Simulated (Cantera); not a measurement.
**Equilibrium for silicon epitaxy and polysilicon growth: SiH₂Cl₂ + N₂**

Charge: 1 mol SiH₂Cl₂, a varied amount of N₂, held at 1300 K and 0.133 bar.

Equilibrium computed with Cantera from the NASA thermochemical tables; the gas is ideal and each condensed phase is pure. Candidate condensed phases: NH₄Cl, Si, Si₃N₄; 28 gas species. N₂ is the only nitrogen source here; it is nearly inert below about 1500 K, so the nitride shown seldom forms there in practice. The tables' values for SiCl₃ are old estimates; treat these amounts as uncertain. Kinetics and transport are ignored.

From 5 mol N₂ to 76 mol N₂ the condensed part is Si₃N₄(s). The main Si-bearing gas is SiCl₄ throughout. The share of Si in condensed phases is highest at 76 mol N₂ (88.3 %) and lowest at 5 mol N₂ (80.1 %).

| n(N₂) (mol) | log p N₂ | log p HCl | log p H₂ | log p SiCl₄ | n Si₃N₄(s) |
|---|---|---|---|---|---|
| 5 | -1.02 | -1.59 | -2.08 | -2.41 | 0.267 |
| 7 | -0.98 | -1.69 | -2.23 | -2.56 | 0.271 |
| 9.8 | -0.95 | -1.80 | -2.38 | -2.71 | 0.274 |
| 14 | -0.93 | -1.93 | -2.56 | -2.89 | 0.278 |
| 19 | -0.92 | -2.04 | -2.71 | -3.04 | 0.281 |
| 27 | -0.90 | -2.17 | -2.88 | -3.22 | 0.285 |
| 39 | -0.90 | -2.31 | -3.07 | -3.41 | 0.288 |
| 54 | -0.89 | -2.44 | -3.24 | -3.58 | 0.291 |
| 76 | -0.89 | -2.57 | -3.42 | -3.77 | 0.294 |
log p: log10 of the partial pressure in bar; n: condensed amount in mol.
